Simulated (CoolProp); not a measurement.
Properties of R404A at several states.

Values from CoolProp's reference Helmholtz-energy equation of state, Lemmon 2003. It is a pseudo-pure fit of the blend.

| T (°C) | p (MPa) | phase | Joule-Thomson coefficient (K/MPa) | isothermal compressibility (1/MPa) |
|---|---|---|---|---|
| 179.25 | 10.4 | supercritical | 3.356 | 0.1112 |
| 183.55 | 7.03 | supercritical | 4.421 | 0.1769 |
| -33.85 | 1.53 | liquid | -0.2500 | 0.002668 |
